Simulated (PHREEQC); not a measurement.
Make-up at 20 °C: 0.0057 mol/kgw TMAH and 0.21 mol/kgw K3PO4. Closed to the air; pH follows from the charge balance.

Model: ion-association model, phreeqc.dat, run in PHREEQC.

No solid was allowed to form.

Predict the pH.

pH 12.27.

In which forms is P present?

PO4-3 92 %, HPO4-2 6.7 %, KHPO4- 1.2 % of the P.

Ionic strength above about 0.7 mol/kgw puts this run outside the model's range. (CH3)4N+ isn't in the database: it is added as a free cation with an ion size of 4 Å.
